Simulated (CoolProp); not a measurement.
Vapour-liquid equilibrium of n-hexane (1) + dimethyl carbonate (2) at 0.112 MPa; x and y are mole fractions of (1).

Computed with CoolProp (multi-fluid Helmholtz-energy mixture model, Thol 2019 and Zhou 2011; pair parameters Bell 2016).

```csv
x,bubble temperature (K),y at the bubble point,dew temperature at overall composition x (K),liquid density (mol/L)
0.05,358.1,0.263,365.0,10.59
0.2,347.3,0.539,?,9.914
0.35,344.2,0.617,?,9.233
0.5,342.9,?,349.0,8.622
0.65,342.3,0.703,343.2,8.091
0.8,342.2,0.774,342.4,7.629
0.95,?,0.917,344.3,7.214
```

### Question
Some entries are withheld; supply them.

### Answer

- 0.2, dew temperature at overall composition x (K): 360.3
- 0.35, dew temperature at overall composition x (K): 355.0
- 0.5, y at the bubble point: 0.659
- 0.95, bubble temperature (K): 343.8

y crosses x between x = 0.65 and 0.8: the model has an azeotrope there.

Pair parameters are fitted to limited data, so mixtures are less certain than the pure fluids.
